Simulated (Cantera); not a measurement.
A closed system holds: 1 mol B2O3, 6 mol H2, held at 10.0 mbar.

Equilibrium computed with Cantera from the NASA thermochemical tables; the gas is ideal and each condensed phase is pure. Candidate condensed phases: B, B2O3, B3O3H3, H2O; 23 gas species. Rates play no part.

Question: At 1750 K, list the 4 most abundant gas species with their mole fractions, and the condensed phases.

Answer: H2 0.805, B2O3 0.0864, HBO2 0.0539, HBO 0.0399. Condensed: gas only.
